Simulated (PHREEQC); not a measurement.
Solution A (4.8 mmol/kgw H2SO4, 11 mmol/kgw LiCl and 57 mmol/kgw Na2SO4) is mixed with solution B (0.0026 mol CdSO4 and 0.045 mol FeSO4 per kg of water) at 6 °C; shares are by mass of water, 1 kg in all. No oxygen is let in. No CO2 enters from the air. Solids allowed: Cd(OH)2, CdOHCl, Halite, Mirabilite, Melanterite. Others were left out.

Computed with PHREEQC (ion-association model, wateq4f.dat).

```tsv
share of solution B	pH	Fe+2 (mol/kgw)	Cd+2 (mol/kgw)	CdSO4 (mol/kgw)	FeSO4 (mol/kgw)	Cd(SO4)2-2 (mol/kgw)	NaSO4- (mol/kgw)
0	2.44	0	0	0	0	0	0.00729
0.1	2.48	0.00271	7.97e-5	9.94e-5	0.00173	5.78e-5	0.00639
0.2	2.52	0.00547	0.000164	0.000201	0.00342	0.000112	0.00553
0.3	2.58	0.00828	0.000254	0.000304	0.00507	0.000164	0.00470
0.4	2.64	0.0111	0.000350	0.000410	0.00669	0.000212	0.00391
0.5	2.71	0.0141	0.000453	0.000517	0.00825	0.000256	0.00315
0.6	2.80	0.0171	0.000564	0.000627	0.00975	0.000296	0.00244
0.7	2.92	0.0202	0.000683	0.000738	0.0112	0.000332	0.00176
0.8	3.09	0.0233	0.000812	0.000850	0.0126	0.000364	0.00113
0.9	3.39	0.0266	0.000952	0.000964	0.0138	0.000392	0.000543
1	6.17	0.0300	0.00111	0.00108	0.0150	0.000416	0
```

Away from 25 °C the constants follow the database's enthalpies or fits; those with neither stay at their 25 °C values.
